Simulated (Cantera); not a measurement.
A closed system holds: 1 mol AlN, 1.2 mol HCl, 0.14 mol O2, held at 0.420 bar.

Method: chemical equilibrium by Gibbs-energy minimisation in Cantera with the NASA 1993 tables (ideal gas, pure condensed phases). Candidate condensed phases: Al, AlCl3, AlN, Al2O3, H2O, NH4Cl; 45 gas species. Mutual solubility and eutectic melting of coexisting phases are not modelled. Kinetics and transport are ignored.

Over these rows the condensed part is AlN(s) + Al2O3(s). Partial pressures as log10 of bar:

| T (K) | 1000/T (1/K) | log p AlCl | log p H2 | log p AlCl3 | log p N2 | log p HCl |
|---|---|---|---|---|---|---|
| 1198 | 0.8347 | -6.60 | -0.78 | -0.95 | -1.06 | -1.26 |
| 1248 | 0.8013 | -5.99 | -0.77 | -0.95 | -1.06 | -1.27 |
| 1298 | 0.7704 | -5.43 | -0.77 | -0.95 | -1.06 | -1.28 |
| 1348 | 0.7418 | -4.91 | -0.77 | -0.95 | -1.06 | -1.28 |
| 1398 | 0.7153 | -4.44 | -0.77 | -0.95 | -1.06 | -1.29 |
| 1448 | 0.6906 | ? | -0.77 | -0.95 | -1.06 | -1.30 |

Task: Fit log p(AlCl) = a + b·(1000/T) to the five rows, give the apparent enthalpy, and predict the row at 1448 K.

Result: Means: 1000/T = 0.7727, log p = -5.474. Sxy = -0.161450, Sxx = 0.0089168, so b = -18.11 and a = -5.474 − (-18.11)×0.7727 = 8.52.
Apparent enthalpy: −19.145 × (-18.11) = 347 kJ/mol. With the condensed phases at unit activity, 2/3 AlN(s) + 1/3 AlCl3(g) = AlCl(g) + 1/3 N2(g) links this pressure to the main gases: over the six rows their terms move log p by +0.00 in all, so the slope is close to that reaction's ΔH°. The five rows lie within 0.01 of the line.
Prediction at 1448 K: 8.52 + (-18.11)×0.6906 = -3.99. The computed value is -3.99, 0.00 from the line.
